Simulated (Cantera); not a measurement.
Input (Python, Cantera):

```python
import numpy as np
import cantera as ct

gas = ct.Solution("gri30.yaml")
gas.TPX = 475, 140000, {'CH4': 1, 'CO': 0.088, 'O2': 1.36, 'N2': 4.36, 'CO2': 1.6}
flame = ct.FreeFlame(gas, width=0.032)
flame.set_refine_criteria(ratio=3, slope=0.08, curve=0.16)
flame.transport_model = "unity-Lewis-number"
flame.solve(loglevel=0, auto=True)
z, T = flame.grid, flame.T
thick = (T[-1] - T[0]) / np.gradient(T, z).max()
show = ['CH4', 'CO', 'O2', 'OH', 'C2H2', 'N2O']
print(f"laminar burning velocity  {flame.velocity[0] * 100:.3f} cm/s")
print(f"burnt temperature         {T[-1]:.1f} K")
print(f"thermal thickness         {thick * 1e3:.4f} mm")
print(f"grid points               {len(z)}")
z0 = z[flame.heat_release_rate.argmax()]
print(f"{'z/mm':>9s}{'T/K':>9s}{'u/(m/s)':>9s}" + "".join(f"{s:>11s}" for s in show))
rows = []
for k in (-3, -2, -1.5, -1, -0.5, -0.25, 0, 0.25, 0.5, 1, 2, 4, 8):
    zz = z0 + k * thick
    rows.append([k * thick, np.interp(zz, z, T), np.interp(zz, z, flame.velocity),
                 *(np.interp(zz, z, flame.X[gas.species_index(s)]) for s in show)])
    print(f"{rows[-1][0] * 1e3:9.3f}{rows[-1][1]:9.1f}{rows[-1][2]:9.3f}" + "".join(f"{x:11.3e}" for x in rows[-1][3:]))
```

It prints:

```
laminar burning velocity  5.760 cm/s
burnt temperature         1761.6 K
thermal thickness         2.1346 mm
grid points               114
     z/mm      T/K  u/(m/s)        CH4         CO         O2         OH       C2H2        N2O
   -6.404    478.0    0.058  1.187e-01  1.066e-02  1.614e-01  3.604e-14  2.809e-06  4.216e-11
   -4.269    492.9    0.060  1.174e-01  1.161e-02  1.597e-01  1.295e-12  1.685e-05  2.529e-10
   -3.202    529.3    0.064  1.142e-01  1.394e-02  1.556e-01  1.593e-11  5.130e-05  7.699e-10
   -2.135    668.6    0.082  1.017e-01  2.315e-02  1.394e-01  5.765e-10  1.874e-04  2.812e-09
   -1.067   1052.7    0.131  6.488e-02  5.030e-02  9.155e-02  1.076e-07  5.892e-04  8.830e-09
   -0.534   1353.5    0.172  3.512e-02  7.272e-02  5.265e-02  3.153e-06  9.549e-04  1.366e-08
    0.000   1634.4    0.211  9.523e-03  9.566e-02  1.616e-02  5.086e-05  1.687e-03  1.429e-08
    0.534   1739.4    0.226  2.632e-03  1.060e-01  3.380e-03  8.400e-05  1.687e-03  6.638e-09
    1.067   1760.9    0.229  1.595e-03  1.088e-01  1.011e-03  5.367e-05  1.425e-03  2.609e-09
    2.135   1767.9    0.230  1.201e-03  1.104e-01  2.141e-04  2.462e-05  1.190e-03  5.839e-10
    4.269   1768.3    0.230  9.575e-04  1.118e-01  2.689e-05  1.497e-05  9.678e-04  1.153e-10
    8.538   1766.3    0.230  6.976e-04  1.134e-01  1.206e-06  1.317e-05  6.862e-04  6.998e-11
   17.077   1763.7    0.230  4.057e-04  1.154e-01  3.021e-08  1.254e-05  3.505e-04  7.237e-11
```

Computed with Cantera and GRI-Mech 3.0 (53 species, 325 reactions). Unity Lewis numbers drop preferential diffusion, which matters most where H2 and H carry the flame. Burning velocities carry a grid error of a few per cent, more on coarse grids.
